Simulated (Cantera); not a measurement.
Input (Python, Cantera):

```python
import numpy as np
import cantera as ct

gas = ct.Solution("gri30.yaml")
gas.TPX = 350, 100000, {'CH4': 1, 'O2': 1.43, 'N2': 5.37}
flame = ct.FreeFlame(gas, width=0.04)
flame.set_refine_criteria(ratio=3, slope=0.08, curve=0.16)
flame.transport_model = "mixture-averaged"
flame.solve(loglevel=0, auto=True)
z, T = flame.grid, flame.T
thick = (T[-1] - T[0]) / np.gradient(T, z).max()
show = ['CH4', 'O2', 'H2', 'N2O', 'HO2', 'CO2']
print(f"laminar burning velocity  {flame.velocity[0] * 100:.3f} cm/s")
print(f"burnt temperature         {T[-1]:.1f} K")
print(f"thermal thickness         {thick * 1e3:.4f} mm")
print(f"grid points               {len(z)}")
z0 = z[flame.heat_release_rate.argmax()]
print(f"{'z/mm':>9s}{'T/K':>9s}{'u/(m/s)':>9s}" + "".join(f"{s:>11s}" for s in show))
rows = []
for k in (-3, -2, -1.5, -1, -0.5, -0.25, 0, 0.25, 0.5, 1, 2, 4, 8):
    zz = z0 + k * thick
    rows.append([k * thick, np.interp(zz, z, T), np.interp(zz, z, flame.velocity),
                 *(np.interp(zz, z, flame.X[gas.species_index(s)]) for s in show)])
    print(f"{rows[-1][0] * 1e3:9.3f}{rows[-1][1]:9.1f}{rows[-1][2]:9.3f}" + "".join(f"{x:11.3e}" for x in rows[-1][3:]))
```

Result:

```
laminar burning velocity  19.968 cm/s
burnt temperature         2013.2 K
thermal thickness         0.8703 mm
grid points               135
     z/mm      T/K  u/(m/s)        CH4         O2         H2        N2O        HO2        CO2
   -2.611    350.4    0.200  1.278e-01  1.828e-01  2.730e-03  2.744e-13  1.510e-08  2.695e-07
   -1.741    355.0    0.204  1.268e-01  1.817e-01  7.993e-03  7.062e-12  2.413e-07  6.798e-06
   -1.305    376.0    0.218  1.245e-01  1.794e-01  1.464e-02  6.184e-11  1.543e-06  5.866e-05
   -0.870    513.7    0.302  1.138e-01  1.684e-01  2.703e-02  8.288e-10  1.585e-05  7.692e-04
   -0.435   1026.7    0.617  7.464e-02  1.200e-01  4.323e-02  7.413e-09  5.917e-05  6.758e-03
   -0.218   1427.6    0.870  4.106e-02  7.418e-02  5.104e-02  1.551e-08  6.750e-05  1.458e-02
    0.000   1776.5    1.093  1.169e-02  2.802e-02  5.634e-02  2.015e-08  2.366e-05  2.532e-02
    0.218   1929.4    1.190  2.168e-03  6.767e-03  5.803e-02  1.418e-08  3.324e-06  3.407e-02
    0.435   1973.1    1.215  5.623e-04  1.545e-03  5.952e-02  9.705e-09  5.499e-07  3.908e-02
    0.870   1993.6    1.226  1.014e-04  1.188e-04  6.169e-02  6.811e-09  4.157e-08  4.310e-02
    1.741   2001.9    1.230  1.679e-05  1.267e-05  6.296e-02  5.329e-09  7.769e-09  4.465e-02
    3.481   2006.6    1.232  2.362e-06  6.240e-06  6.334e-02  4.339e-09  3.788e-09  4.483e-02
    6.962   2010.3    1.234  2.606e-07  3.071e-06  6.348e-02  3.697e-09  1.651e-09  4.475e-02
```

Detailed kinetics in Cantera: GRI-Mech 3.0 (53 species, 325 reactions). Burning velocities carry a grid error of a few per cent, more on coarse grids.
